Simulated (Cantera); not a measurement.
Charge: 1 mol N₂O, 0.041 mol SO₂, held at 2200 K and 113000 Torr.

Equilibrium computed with Cantera from the NASA thermochemical tables; the gas is ideal and each condensed phase is pure. Candidate condensed phases: S; 17 gas species. The ideal-gas law is rough above about 30 bar. Rates play no part.

Base state: N₂ 0.642, O₂ 0.317, SO₂ 0.0260, NO 0.0140, SO₃ 0.000606, NO₂ 0.000270, O 0.000124 (mole fractions); condensed: gas only.

**Question.** What changes in the equilibrium state with this change: SO₂ from 0.041 to 0.097 mol?

**Answer.** 
| species | before | after |
|---|---|---|
| N₂ | 0.642 | 0.620 |
| O₂ | 0.317 | 0.306 |
| SO₂ | 0.0260 | 0.0594 |
| NO | 0.0140 | 0.0135 |
| SO₃ | 0.000606 | 0.00136 |
| NO₂ | 0.000270 | 0.000256 |
| O | 0.000124 | 0.000122 |

**Question.** What changes in the equilibrium state with this change: temperature from 2200 K to 2573.15 K?

**Answer.** 
```json
[
 {"species": "N₂", "before": "0.642", "after": "0.634"},
 {"species": "O₂", "before": "0.317", "after": "0.309"},
 {"species": "NO", "before": "0.0140", "after": "0.0284"},
 {"species": "SO₂", "before": "0.0260", "after": "0.0263"},
 {"species": "SO", "before": "2.91e-6", "after": "3.24e-5"},
 {"species": "O", "before": "0.000124", "after": "0.000934"},
 {"species": "SO₃", "before": "0.000606", "after": "0.000292"},
 {"species": "N₂O", "before": "8.63e-6", "after": "1.74e-5"},
 {"species": "NO₂", "before": "0.000270", "after": "0.000350"}
]
```

**Question.** What changes in the equilibrium state with this change: temperature from 2200 K to 1075 K?

**Answer.** 
```tsv
species	before	after
N₂	0.642	0.656
O₂	0.317	0.317
SO₃	0.000606	0.0228
SO₂	0.0260	0.00414
NO	0.0140	7.55e-5
O	0.000124	<1e-9
NO₂	0.000270	3.77e-5
```
